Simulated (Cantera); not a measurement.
A closed system holds: 1 mol C2H4, 0.23 mol H2O, 1.3 mol H2, held at 302 °C and 16.0 bar.

Method: chemical equilibrium by Gibbs-energy minimisation in Cantera with the NASA 1993 tables (ideal gas, pure condensed phases). Candidate condensed phases: C, C6H6, C7H8, C8H18, H2O; 110 gas species. Kinetics and transport are ignored.

Base state: CH4 0.864, H2O 0.118, H2 0.0167, CO2 0.00187, C2H6 1.44e-5 (mole fractions); condensed: C(graphite).

Task: What changes in the equilibrium state with this change: C2H4 replaced by toluene?

Result: 
```tsv
species	before	after
CH4	0.864	0.905
H2O	0.118	0.0776
H2	0.0167	0.0171
CO2	0.00187	0.000779
C2H6	1.44e-5	1.54e-5
C(graphite), mol	0.359	4.37
```

Task: What changes in the equilibrium state with this change: temperature from 302 °C to 2750 °C?

Result: 
```json
[
 {"species": "H2", "before": "0.0167", "after": "0.841"},
 {"species": "CO", "before": "6.69e-6", "after": "0.0600"},
 {"species": "C2H2 (acetylene)", "before": "<1e-9", "after": "0.0559"},
 {"species": "CH4", "before": "0.864", "after": "0.000862"},
 {"species": "H2O", "before": "0.118", "after": "6.84e-6"},
 {"species": "H", "before": "<1e-9", "after": "0.0388"},
 {"species": "C4H2", "before": "<1e-9", "after": "0.00155"},
 {"species": "CH3", "before": "<1e-9", "after": "0.000627"},
 {"species": "C(graphite), mol", "before": "0.359", "after": "1.30"}
]
```
